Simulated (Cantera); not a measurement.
What does this Cantera script print?

```python
import numpy as np
import cantera as ct

gas_names = [...]  # 97 gases of nasa_gas.yaml made of Al, C, H, N
cond_names = """
    AL(cr) AL(L) ALN(s) C(gr) C6H6(L) C7H8(L) C8H18(L),n-octa
""".split()


# ... load() reads the species with a 1 bar reference pressure and builds the phases ...
atoms = {
    'Al(CH3)3': {'AL': 1, 'C': 3, 'H': 9},
    'NH3': {'N': 1, 'H': 3},
    'N2': {'N': 2},
}
top_T = {'ALN(s)': 2750, 'C(gr)': 4500}  # K; cautious upper limits of use, not melting points


# ... equilibrate(T, P, feed) seeds the gas with the atoms and calls Mixture.equilibrate('TP', solver="vcs", rtol=1e-11, max_steps=5000) ...
results = []
feed = {'Al(CH3)3': 1, 'NH3': 2.4, 'N2': 23}  # mol
P = 1000  # Pa
for T in [1673, 1698, 1723, 1748, 1773, 1798, 1823, 1848, 1873, 1898, 1923]:
    mix = equilibrate(T, P, feed)
    results.append((T, P, feed, dict(zip(mix.species_names, mix.species_moles))))
    x = sorted(zip(gas.X, gas.species_names), reverse=True)
    print(f"T = {T:g} K  P = {P:g} Pa  gas = {mix.phase_moles(0):.4g} mol")
    print("   x: " + "  ".join(f"{s} {v:.3e}" for v, s in x if v > 0.001))
    print("   condensed (mol): " + ("  ".join(f"{mix.phase(i).name} {mix.phase_moles(i):.4g}"
          for i in range(1, mix.n_phases) if mix.phase_moles(i) > 1e-12) or "none"))
```

It prints:

```
T = 1673 K  P = 1000 Pa  gas = 31.81 mol
   x: N2 7.444e-01  H2 2.536e-01  HCN 1.370e-03
   condensed (mol): ALN(s) 0.9995  C(gr) 2.954
T = 1698 K  P = 1000 Pa  gas = 31.81 mol
   x: N2 7.442e-01  H2 2.534e-01  HCN 1.573e-03
   condensed (mol): ALN(s) 0.9991  C(gr) 2.947
T = 1723 K  P = 1000 Pa  gas = 31.82 mol
   x: N2 7.440e-01  H2 2.532e-01  HCN 1.800e-03
   condensed (mol): ALN(s) 0.9983  C(gr) 2.939
T = 1748 K  P = 1000 Pa  gas = 31.82 mol
   x: N2 7.437e-01  H2 2.529e-01  HCN 2.051e-03  H 1.149e-03
   condensed (mol): ALN(s) 0.9968  C(gr) 2.931
T = 1773 K  P = 1000 Pa  gas = 31.83 mol
   x: N2 7.434e-01  H2 2.525e-01  HCN 2.327e-03  H 1.430e-03
   condensed (mol): ALN(s) 0.994  C(gr) 2.921
T = 1798 K  P = 1000 Pa  gas = 31.84 mol
   x: N2 7.431e-01  H2 2.521e-01  HCN 2.631e-03  H 1.768e-03
   condensed (mol): ALN(s) 0.9892  C(gr) 2.91
T = 1823 K  P = 1000 Pa  gas = 31.86 mol
   x: N2 7.426e-01  H2 2.515e-01  HCN 2.964e-03  H 2.173e-03
   condensed (mol): ALN(s) 0.9806  C(gr) 2.898
T = 1848 K  P = 1000 Pa  gas = 31.89 mol
   x: N2 7.419e-01  H2 2.508e-01  HCN 3.326e-03  H 2.655e-03  AL 1.047e-03
   condensed (mol): ALN(s) 0.9659  C(gr) 2.885
T = 1873 K  P = 1000 Pa  gas = 31.94 mol
   x: N2 7.410e-01  H2 2.500e-01  HCN 3.719e-03  H 3.227e-03  AL 1.815e-03
   condensed (mol): ALN(s) 0.9409  C(gr) 2.871
T = 1898 K  P = 1000 Pa  gas = 32.01 mol
   x: N2 7.397e-01  H2 2.488e-01  HCN 4.142e-03  H 3.899e-03  AL 3.100e-03
   condensed (mol): ALN(s) 0.899  C(gr) 2.855
T = 1923 K  P = 1000 Pa  gas = 32.13 mol
   x: N2 7.379e-01  H2 2.472e-01  AL 5.224e-03  H 4.684e-03  HCN 4.594e-03
   condensed (mol): ALN(s) 0.8294  C(gr) 2.838
```

Equilibrium computed with Cantera from the NASA thermochemical tables; the gas is ideal and each condensed phase is pure. The feed counts by its element totals alone.
